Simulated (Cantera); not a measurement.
Cantera run, input and output.

```python
import numpy as np
import cantera as ct

surf = ct.Interface("diamond.yaml", "diamond_100")
gas, bulk = surf.adjacent["gas"], surf.adjacent["diamond"]
k = surf.kinetics_species_index(bulk.species_names[0])
cover = ["c6HH", "c6H*", "c6*H", "c6**", "c6HM", "c6B"]

rows, drift = [], 0.0
print(f"{'T':>10s}{'um/h':>11s}" + "".join(f"{s:>11s}" for s in cover))
for v in [950, 1025, 1100, 1175, 1250, 1325, 1400]:
    T, P, xH, xCH3 = v, 5400, 0.0078, 0.0016
    gas.TPX = T, P, {"H": xH, "CH3": xCH3, "CH4": 0.0024, "H2": 1 - xH - xCH3 - 0.0024}
    surf.TP = bulk.TP = T, P
    surf.coverages = "c6H*:0.1, c6HH:0.9"
    surf.advance_coverages(100.0)
    before = surf.coverages
    surf.advance_coverages(100.0)
    drift = max(drift, np.max(np.abs(surf.coverages - before) / (surf.coverages + 1e-9)))
    rate = surf.net_production_rates[k] * bulk.mean_molecular_weight / bulk.density * 3.6e9
    rows.append([rate, *surf[cover].coverages])
    print(f"{v:10.4g}{rate:11.4e}" + "".join(f"{x:11.3e}" for x in rows[-1][1:]))
```

It prints:

```
         T       um/h       c6HH       c6H*       c6*H       c6**       c6HM        c6B
       950 2.9815e+01  5.481e-01  1.205e-02  2.843e-01  5.412e-03  1.151e-01  8.091e-08
      1025 4.2515e+01  5.084e-01  1.816e-02  3.456e-01  9.680e-03  8.393e-02  1.154e-07
      1100 5.0623e+01  4.708e-01  2.553e-02  4.032e-01  1.587e-02  5.539e-02  1.374e-07
      1175 4.3284e+01  4.381e-01  3.411e-02  4.578e-01  2.433e-02  2.707e-02  1.175e-07
      1250 2.7906e+01  4.037e-01  4.304e-02  5.005e-01  3.464e-02  8.936e-03  7.573e-08
      1325 2.0656e+01  3.678e-01  5.146e-02  5.270e-01  4.603e-02  2.419e-03  5.605e-08
      1400 1.9525e+01  3.352e-01  5.935e-02  5.424e-01  5.828e-02  6.304e-04  5.298e-08
```

Detailed kinetics in Cantera: the Harris–Goodwin 1993 mechanism for the reconstructed diamond (100) surface.
